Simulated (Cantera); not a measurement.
Input: 1 mol SiCl₄, 0.44 mol H₂, a varied amount of HCl, at 1125 K and 0.260 bar.

Equilibrium computed with Cantera from the NASA thermochemical tables; the gas is ideal and each condensed phase is pure. Candidate condensed phases: Si; 19 gas species. The tables' values for SiCl₃ are old estimates; treat these amounts as uncertain. Kinetics and transport are ignored.

x: gas mole fraction; nothing condenses.

| n(HCl) (mol) | x HCl | x SiCl₄ | x H₂ | x SiHCl₃ | x SiCl₃ |
|---|---|---|---|---|---|
| 0.55 | 0.285 | 0.493 | 0.213 | 0.00642 | 0.00197 |
| 0.67 | (withheld) | 0.467 | 0.202 | (withheld) | 0.00160 |
| 0.82 | 0.368 | 0.437 | 0.190 | 0.00392 | 0.00128 |
| 1 | (withheld) | 0.406 | 0.177 | (withheld) | 0.00102 |
| 1.2 | 0.458 | 0.375 | 0.164 | 0.00233 | 0.000819 |
| 1.5 | 0.512 | 0.338 | 0.148 | 0.00169 | 0.000624 |
| 1.9 | 0.570 | 0.298 | 0.130 | 0.00118 | 0.000465 |
| 2.3 | 0.616 | 0.266 | 0.117 | 0.000874 | 0.000364 |

What belongs in the gaps?


- 1, x HCl: 0.414
- 1, x SiHCl₃: 0.00301
- 0.67, x HCl: 0.324
- 0.67, x SiHCl₃: 0.00506
